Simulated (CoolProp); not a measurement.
2000 sccm (0 °C, 1 atm) of nitrogen bubbles through liquid n-pentane at 282.1 K and leaves saturated at a total pressure of 0.15 MPa (ideal gas phase). Each further row changes one setting.

Values from CoolProp's reference Helmholtz-energy equation of state, Thol 2019.

```csv
case,vapour pressure (kPa),mole fraction of vapour,delivery (mg/min),delivery (sccm),change of delivery for a bath 1 K warmer (%)
as stated,36.2,0.241,2050,[?],5.7
bath temperature 287.1 K,[?],[?],2720,[?],[?]
total pressure 0.3 MPa,36.2,0.121,884,275,4.9
```

Question: Complete the blanks.

Answer: 
- as stated, delivery (sccm): 636
- bath temperature 287.1 K, vapour pressure (kPa): 44.5
- bath temperature 287.1 K, mole fraction of vapour: 0.297
- bath temperature 287.1 K, delivery (sccm): 844
- bath temperature 287.1 K, change of delivery for a bath 1 K warmer (%): 6.0
